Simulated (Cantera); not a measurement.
A closed system holds: 1 mol B, 1.2 mol H2O, held at 2175 °C and 1.00 bar.

Cantera equilibrium calculation (NASA polynomials, part measured and part estimated; ideal gas, pure solids and liquids). Candidate condensed phases: B, B2O3, B3O3H3, H2O; 23 gas species. The tables' values for BH2 are old estimates; treat these amounts as uncertain. The numbers say what is thermodynamically allowed, not how fast it happens.

Base state: H2 0.575, HBO 0.170, B2O3 0.0828, B2O2 0.0798, BO 0.0450, HBO2 0.0295, H 0.0151, H2O 0.00196 (mole fractions); condensed: gas only.

What changes in the equilibrium state with this change: H2O from 1.2 to 6 mol?


```
species    before     after
-------  --------  --------
H2O       0.00196     0.612
H2          0.575     0.226
HBO2       0.0295     0.138
HBO         0.170   0.00101
B2O2       0.0798   7.11e-6
BO         0.0450  0.000425
B2O3       0.0828   0.00584
H          0.0151   0.00947
O2          <1e-9  0.000154
BH2      0.000146     <1e-9
B2O      0.000110     <1e-9
O         1.75e-7  0.000139
```
